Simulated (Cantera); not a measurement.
# CH₃Cl + CH₄ + H₂ (fluorocarbon and chlorocarbon gases)

Feed: 1 mol CH₃Cl, 0.01 mol CH₄, 0.7 mol H₂, at 2777 °C.

Equilibrium computed with Cantera from the NASA thermochemical tables; the gas is ideal and each condensed phase is pure. Candidate condensed phases: C, C₆H₆, C₇H₈, C₈H₁₈; 91 gas species. The tables' values for CCl are old estimates; treat these amounts as uncertain. Rates play no part.

From 1.00 Pa to 3.20 mbar nothing is condensed. From 22.0 mbar to 1.00 bar the condensed part is C(graphite). The main C-bearing gas is C at 1.00 Pa and C₂H₂ (acetylene) at 1.00 bar.

| P (Pa) | log p H | log p H₂ | log p HCl | log p Cl | log p C | log p C₃ | log p C₂H₂ (acetylene) | log p C₂ | n C(graphite) |
|---|---|---|---|---|---|---|---|---|---|
| 1 | -5.16 | -8.85 | -9.33 | -5.81 | -5.82 | -8.46 | -13.45 | -7.72 | 0 |
| 6.80 | -4.32 | -7.17 | -7.65 | -4.97 | -5.09 | -6.27 | -10.30 | -6.26 | 0 |
| 46 | -3.47 | -5.48 | -5.95 | -4.12 | -4.61 | -4.84 | -7.67 | -5.31 | 0 |
| 320 | -2.65 | -3.83 | -4.29 | -3.27 | -4.27 | -3.83 | -5.34 | -4.63 | 0 |
| 2200 | -1.93 | -2.39 | -2.77 | -2.48 | -4.09 | -3.28 | -3.53 | -4.27 | 0.459 |
| 15000 | -1.36 | -1.25 | -1.54 | -1.82 | -4.09 | -3.28 | -2.39 | -4.27 | 0.742 |
| 100000 | -0.89 | -0.30 | -0.55 | -1.30 | -4.09 | -3.28 | -1.45 | -4.27 | 0.763 |
log p: log10 of the partial pressure in bar; n: condensed amount in mol.
